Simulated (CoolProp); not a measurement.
Vapour-liquid equilibrium of cyclohexane (1) + n-nonane (2) at 316.8 K; x and y are mole fractions of (1).

Model: multi-fluid Helmholtz-energy mixture model, Zhou 2014 and Lemmon 2006; pair parameters Bell 2016, in CoolProp.

```
x     bubble pressure, mixture model (MPa)  bubble pressure, Raoult's law (MPa)  y, mixture model  y, Raoult's law
----  ------------------------------------  -----------------------------------  ----------------  ---------------
0.05                            (withheld)                             0.003065        (withheld)            0.464
0.15                            (withheld)                             0.005740             0.751            0.744
0.25                            (withheld)                             0.008414             0.844            0.846
0.35                               0.01101                              0.01109             0.894            0.899
0.45                               0.01351                              0.01376        (withheld)            0.931
0.55                               0.01608                              0.01644             0.949            0.953
0.65                            (withheld)                              0.01911        (withheld)            0.968
0.75                               0.02150                              0.02178             0.979            0.980
0.85                            (withheld)                              0.02446             0.989            0.989
0.95                               0.02710                              0.02713             0.997            0.997
```

Task: Fill in the missing entries.

Result: 
- 0.05, bubble pressure, mixture model (MPa): 0.003247
- 0.05, y, mixture model: 0.493
- 0.15, bubble pressure, mixture model (MPa): 0.005994
- 0.25, bubble pressure, mixture model (MPa): 0.008532
- 0.45, y, mixture model: 0.926
- 0.65, bubble pressure, mixture model (MPa): 0.01875
- 0.65, y, mixture model: 0.966
- 0.85, bubble pressure, mixture model (MPa): 0.02430

The largest gap from Raoult's law is +5.9 % in bubble pressure, at x = 0.05. No azeotrope shows between x = 0.05 and 0.95.

The pair parameters rest on a limited set of measurements; away from them the model extrapolates. The gap from Raoult's law changes sign with composition, which may be real or a fault of the pair parameters; it wasn't checked against measurements.
